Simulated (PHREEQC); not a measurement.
A solution holds 36 mmol/kgw NaHSO4, 2.8 mmol/kgw Na2B4O7 and 0.32 mmol/kgw KCl, at 25 °C. Closed to the air; pH follows from the charge balance.

All values are PHREEQC results (ion-association model, phreeqc.dat), not measurements.

This is a speciation only: nothing precipitates in the calculation.

Task: Estimate the pH, ionic strength.

Result: pH 1.86; ionic strength 0.0771 mol/kgw.

Task: In which forms is S present?

Result: SO4-2 57 %, HSO4- 39 %, NaSO4- 4.6 % of the S.

Complexes and solids missing from the database can't appear.
